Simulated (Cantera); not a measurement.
A perfectly stirred reactor is fed with CH₄ : CO : O₂ : N₂ = 1 : 0.044 : 1.26 : 4.75 (molar parts), equivalence ratio 1.6, at 2.40 bar; it is adiabatic with a 700 K inlet, and is followed from long to short residence time, starting on the burning branch (τ in s: 0.02, 0.011, 0.0062, 0.0034, 0.0019, 0.0011, 0.00058, 0.00032, 0.00018, 0.0001, 5.5e-05, 3.1e-05, 1.7e-05).

Detailed kinetics in Cantera: GRI-Mech 3.0 (53 species, 325 reactions).

### Question
What does this change do: CH4 1 to 0.72 parts?

### Answer
```csv
quantity,before,after
"blow-out, bracketed by the residence times tried","burning at 0.180 ms, out at 0.100 ms","burning at 31.0 µs, out at 17.0 µs"
x(CH₄) at τ = 20.0 ms,0.00101,7.27e-6
x(CO) at τ = 20.0 ms,0.0981,0.0424
x(O₂) at τ = 20.0 ms,0.000219,0.00109
x(C₂H₂) at τ = 20.0 ms,0.000323,9.29e-9
x(HCO) at τ = 20.0 ms,1.60e-7,9.34e-8
x(CH₄) at τ = 0.580 ms,0.00500,8.70e-5
x(CO) at τ = 0.580 ms,0.0889,0.0466
x(O₂) at τ = 0.580 ms,0.00451,0.00497
x(C₂H₂) at τ = 0.580 ms,0.00315,3.56e-7
x(HCO) at τ = 0.580 ms,2.19e-6,1.90e-6
```

### Question
What does this change do: pressure from 2.40 bar to 1.01 bar?

### Answer
```csv
quantity,before,after
"blow-out, bracketed by the residence times tried","burning at 0.180 ms, out at 0.100 ms","burning at 0.320 ms, out at 0.180 ms"
x(CH₄) at τ = 20.0 ms,0.00101,0.000606
x(CO) at τ = 20.0 ms,0.0981,0.0987
x(O₂) at τ = 20.0 ms,0.000219,0.000276
x(C₂H₂) at τ = 20.0 ms,0.000323,0.000176
x(HCO) at τ = 20.0 ms,1.60e-7,2.92e-7
x(CH₄) at τ = 0.580 ms,0.00500,0.00371
x(CO) at τ = 0.580 ms,0.0889,0.0930
x(O₂) at τ = 0.580 ms,0.00451,0.00550
x(C₂H₂) at τ = 0.580 ms,0.00315,0.00221
x(HCO) at τ = 0.580 ms,2.19e-6,5.50e-6
```
